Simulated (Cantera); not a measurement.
Charge: 1 mol SiH4, 1.6 mol NH3, held at 1452 °C.

Equilibrium computed with Cantera from the NASA thermochemical tables; the gas is ideal and each condensed phase is pure. Candidate condensed phases: Si, Si3N4; 18 gas species. Mutual solubility and eutectic melting of coexisting phases are not modelled. Gases not in the tables: Si2H6 and higher silanes. Equilibrium is a limit: real reactors are often held back by kinetics, nucleation or transport.

### Question
What share of the Si ends up in condensed phases as a function of P (Pa), at 5, 17, 59, 210, 710, 2400, 8400, 29000, 100000?

### Answer
```tsv
P (Pa)	Si condensed (%)	as
5	88.8	Si(l)
17	96.7	Si(l)
59	99.0	Si(l)
210	99.7	Si(l)
710	99.9	Si(l)
2400	100.0	Si(l) + Si3N4(s)
8400	100.0	Si3N4(s)
29000	100.0	Si3N4(s)
100000	100.0	Si3N4(s)
```
